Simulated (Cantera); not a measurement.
An isothermal, constant-pressure homogeneous reactor starts with CH4 : N2 = 3.9 : 34 (molar parts), at 1923 K and 0.0260 bar.

Cantera simulation using GRI-Mech 3.0 (53 species, 325 reactions); the numbers are that mechanism's predictions, not measurements. GRI-Mech 3.0 stops at C3 and has no aromatics, soot or wall deposition, so with more carbon than oxygen in the feed, carbon stays in small species such as C2H2 where larger ones or solid carbon would form. Radical loss at walls, strong at low pressure, is not modelled.

x: mole fraction; the columns are a selection and need not sum to one.

```tsv
t (s)	x CH4	x C2H4	x CH2	x CH3	x HCN	x H2	x C2H2
0.000200	0.103	?	4.36e-8	0.000246	5.28e-12	0.000122	4.89e-9
0.000752	0.102	?	4.96e-7	0.000928	1.67e-10	0.000527	1.27e-6
0.00283	0.0961	?	4.75e-6	0.00320	1.34e-8	0.00508	0.000285
0.0106	0.0477	?	1.23e-5	0.00382	1.70e-6	0.0681	0.0195
0.0400	0.00979	?	6.25e-6	0.00108	1.32e-5	0.125	0.0415
0.150	0.00106	?	2.17e-6	0.000196	4.42e-5	0.138	0.0460
0.566	8.28e-5	1.84e-6	4.13e-7	2.36e-5	0.000101	0.139	0.0465
2.13	6.98e-6	1.76e-6	4.25e-8	2.19e-6	0.000140	0.139	0.0465
8.00	2.63e-6	1.76e-6	1.61e-8	8.26e-7	0.000158	0.139	0.0465
```

Question: Complete the blanks.

Answer: 
- 0.000200, x C2H4: 4.70e-7
- 0.000752, x C2H4: 2.93e-5
- 0.00283, x C2H4: 0.00130
- 0.0106, x C2H4: 0.00378
- 0.0400, x C2H4: 0.000168
- 0.150, x C2H4: 5.77e-6
